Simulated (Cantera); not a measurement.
A perfectly stirred reactor is fed with H₂ : O₂ = 0.046 : 1 (molar parts), equivalence ratio 0.023, at 0.0316 atm; it is held at 1200 K, and followed from long to short residence time.

Model: the H2/O2 subset of GRI-Mech 3.0, which has no nitrogen chemistry, integrated in Cantera. Radical loss at walls, strong at low pressure, is not modelled. The temperature is held fixed by assumption; the heat of reaction is taken as removed at once.

Problem. Predict: x(H₂) at τ = 4.50 s; x(O₂) at τ = 4.50 s; x(HO₂) at τ = 4.50 s; x(H₂O) at τ = 4.50 s; x(H) at τ = 4.50 s; x(H₂) at τ = 56.0 ms; x(O₂) at τ = 56.0 ms; x(HO₂) at τ = 56.0 ms; x(H₂O) at τ = 56.0 ms; x(H) at τ = 56.0 ms.

Solution. 
```json
{
  "x(H₂) at τ = 4.50 s": "3.90e-5",
  "x(O₂) at τ = 4.50 s": "0.954",
  "x(HO₂) at τ = 4.50 s": "9.45e-7",
  "x(H₂O) at τ = 4.50 s": "0.0447",
  "x(H) at τ = 4.50 s": "9.24e-6",
  "x(H₂) at τ = 56.0 ms": "0.000518",
  "x(O₂) at τ = 56.0 ms": "0.948",
  "x(HO₂) at τ = 56.0 ms": "4.76e-6",
  "x(H₂O) at τ = 56.0 ms": "0.0432",
  "x(H) at τ = 56.0 ms": "0.000627"
}
```
